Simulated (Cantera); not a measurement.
A closed system holds: 1 mol CaO, 19 mol HBr, 33 mol N₂, held at 1200 K.

Equilibrium computed with Cantera from the NASA thermochemical tables; the gas is ideal and each condensed phase is pure. Candidate condensed phases: Br₂, Ca, CaBr₂, CaO, Ca(OH)₂, H₂O; 34 gas species. Equilibrium is a limit: real reactors are often held back by kinetics, nucleation or transport.

**Question.** What share of the Ca ends up in condensed phases as a function of P (Pa), at 1, 3.60, 13, 46, 170, 600, 2200, 7700, 28000, 100000?

**Answer.** 
| P (Pa) | Ca condensed (%) | as |
|---|---|---|
| 1 | 0.0 | - |
| 3.60 | 0.0 | - |
| 13 | 0.0 | - |
| 46 | 0.0 | - |
| 170 | 0.0 | - |
| 600 | 42.3 | CaBr₂(l) |
| 2200 | 84.4 | CaBr₂(l) |
| 7700 | 95.6 | CaBr₂(l) |
| 28000 | 98.8 | CaBr₂(l) |
| 100000 | 99.7 | CaBr₂(l) |
